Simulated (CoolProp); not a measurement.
Model: reference Helmholtz-energy equation of state, Guder 2009, in CoolProp.

For sulfur hexafluoride, give the phase and the cp (kJ/(kg K)), speed of sound (m/s), viscosity (µPa s), Prandtl number at 203.95 °C and 0.101 MPa; 224.65 °C and 0.101 MPa; 245.35 °C and 0.101 MPa.


- 203.95 °C and 0.101 MPa: gas; cp 0.865, speed of sound 170, viscosity 22.9, Prandtl number 0.759
- 224.65 °C and 0.101 MPa: gas; cp 0.879, speed of sound 174, viscosity 23.7, Prandtl number 0.758
- 245.35 °C and 0.101 MPa: gas; cp 0.891, speed of sound 177, viscosity 24.5, Prandtl number 0.757

Viscosity comes from a separate model (Quiñones-Cisneros 2012). Thermal conductivity comes from a separate model (Assael 2012).
